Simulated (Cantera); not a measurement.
A closed system holds: 1 mol CH3F, 1.9 mol H2, at 0.143 Torr.

These are equilibrium values from Cantera (NASA tables, ideal gas, pure condensed phases), not measurements of a reactor. Candidate condensed phases: C, C6H6, C7H8, C8H18; 95 gas species. Rates play no part.

**Question.** Which condensed phases are stable at each of these points (T (°C)): 1050, 1250, 1450, 1650, 1850, 2050, 2250, 2450, 2650, 2850?

**Answer.** 
```
T (°C)  condensed phases  C condensed (%)
------  ----------------  ---------------
1050         C(graphite)            100.0
1250         C(graphite)            100.0
1450         C(graphite)             99.9
1650         C(graphite)             99.7
1850         C(graphite)             99.2
2050         C(graphite)             98.0
2250         C(graphite)             89.4
2450            gas only              0.0
2650            gas only              0.0
2850            gas only              0.0
```

From 1050 °C to 2250 °C the condensed part is C(graphite). From 2450 °C to 2850 °C nothing is condensed.
